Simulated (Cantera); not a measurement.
## Thermodynamics of aluminium nitride and oxide growth, feed Al + N2O + H2

A closed system holds: 1 mol Al, 1.4 mol N2O, 56 mol H2, equilibrated at 1200 K and 940 Pa.

These are equilibrium values from Cantera (NASA tables, ideal gas, pure condensed phases), not measurements of a reactor. Candidate condensed phases: Al, AlN, Al2O3, H2O; 35 gas species. Mutual solubility and eutectic melting of coexisting phases are not modelled. Rates play no part.

The x(H2) comes out as 0.976. The x(N2) is 0.0238. The x(H) is 2.01e-6, the n(AlN(s)) comes out as 0.0667 mol and the n(Al2O3(s)) is 0.467 mol. The gas amount comes out as 57.37 mol and the log10 activity of Al(l) (absent) is -6.37.
